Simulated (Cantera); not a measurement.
Feed: 1 mol Fe3O4, 0.34 mol CH4, 0.12 mol CO, at 1200 K and 1 atm.

Method: chemical equilibrium by Gibbs-energy minimisation in Cantera with the NASA 1993 tables (ideal gas, pure condensed phases). Candidate condensed phases: C, C6H6, C7H8, C8H18, Fe, Fe(CO)5, FeO, Fe(OH)2, Fe(OH)3, Fe2O3, Fe3O4, H2O; 114 gas species. The tables' stoichiometric FeO is somewhat more stable than real wüstite, so its field is too wide. FeO: taken at fixed stoichiometry. The numbers say what is thermodynamically allowed, not how fast it happens.

Base state: H2O 0.364, H2 0.233, CO2 0.215, CO 0.189 (mole fractions); condensed: FeO(s).

Task: What changes in the equilibrium state with this change: 0.13 mol NH3 added?

Result: 
```tsv
species	before	after
H2O	0.364	0.326
H2	0.233	0.299
CO	0.189	0.183
CO2	0.215	0.145
N2	0	0.0464
FeO(s), mol	3.00	3.00
```

Task: What changes in the equilibrium state with this change: CO from 0.12 to 1 mol?

Result: 
```json
[
 {"species": "CO", "before": "0.189", "after": "0.462"},
 {"species": "H2", "before": "0.233", "after": "0.211"},
 {"species": "CO2", "before": "0.215", "after": "0.201"},
 {"species": "H2O", "before": "0.364", "after": "0.126"},
 {"species": "CH4", "before": "2.74e-6", "after": "1.45e-5"},
 {"species": "FeO(s), mol", "before": "3.00", "after": "3.00"}
]
```
